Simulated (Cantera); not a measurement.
Feed: 1 mol MgO, 2.1 mol CO, 4.6 mol H₂, equilibrated at 2323 K and 450 Pa.

Method: chemical equilibrium by Gibbs-energy minimisation in Cantera with the NASA 1993 tables (ideal gas, pure condensed phases). Candidate condensed phases: C, C₆H₆, C₇H₈, C₈H₁₈, H₂O, Mg, MgCO₃, MgO, Mg(OH)₂; 116 gas species. The tables' values for MgH are old estimates; treat these amounts as uncertain. Equilibrium is a limit: real reactors are often held back by kinetics, nucleation or transport.

Base state: H₂ 0.405, CO 0.247, Mg 0.122, H₂O 0.105, H 0.103, CO₂ 0.0113, OH 0.00447, O 0.000774 (mole fractions); condensed: gas only.

Problem. What changes in the equilibrium state with this change: MgO replaced by PbO?

Solution. 
```json
[
 {"species": "H₂", "before": "0.405", "after": "0.405"},
 {"species": "CO", "before": "0.247", "after": "0.246"},
 {"species": "Pb", "before": "0", "after": "0.122"},
 {"species": "Mg", "before": "0.122", "after": "0"},
 {"species": "MgOH", "before": "0.000528", "after": "0"},
 {"species": "H₂O", "before": "0.105", "after": "0.106"},
 {"species": "CO₂", "before": "0.0113", "after": "0.0113"},
 {"species": "H", "before": "0.103", "after": "0.103"},
 {"species": "PbO", "before": "0", "after": "0.000402"},
 {"species": "MgO", "before": "0.000193", "after": "0"},
 {"species": "MgH", "before": "9.60e-5", "after": "0"}
]
```
Further candidate phases: Pb, PbO, PbO₂, Pb₃O₄.

Problem. What changes in the equilibrium state with this change: pressure from 450 Pa to 540000 Pa?

Solution. 
```
species        before     after
-----------  --------  --------
H₂              0.405     0.666
CO              0.247     0.309
Mg              0.122    0.0101
H               0.103   0.00383
CO₂            0.0113  0.000789
H₂O             0.105   0.00966
O₂            8.39e-5     <1e-9
O            0.000774   3.60e-8
MgO(s), mol         0     0.928
```
